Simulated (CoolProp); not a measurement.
A closed Brayton cycle with carbon dioxide: compressor inlet 315.15 K and 8.1 MPa, high pressure 20.5 MPa, turbine inlet 925 K, compressor efficiency 0.89, turbine efficiency 0.9, recuperator effectiveness 0.8 (on enthalpy, no pinch check). Each further row changes one setting.

The numbers come from the reference Helmholtz-energy equation of state, Span 1996 in CoolProp.

| case | thermal efficiency (%) | net work (kJ/kg) | compressor to turbine work | compressor exit (K) | turbine exit (K) |
|---|---|---|---|---|---|
| as stated | 31.2 | 101 | 0.27 | 383.4 | 805.7 |
| turbine inlet 875 K | 30.4 | 92.5 | 0.29 | 383.4 | … |
| compressor inlet 325.15 K | 30.6 | 93.0 | 0.33 | 402.6 | 805.7 |
| high pressure 17.4 MPa | … | … | 0.26 | 371.2 | 826.2 |
| recuperator effectiveness 0.5 | … | 101 | 0.27 | 383.4 | 805.7 |

Some entries are withheld; supply them.


- turbine inlet 875 K, turbine exit (K): 759.9
- high pressure 17.4 MPa, thermal efficiency (%): 28.5
- high pressure 17.4 MPa, net work (kJ/kg): 85.5
- recuperator effectiveness 0.5, thermal efficiency (%): 21.4
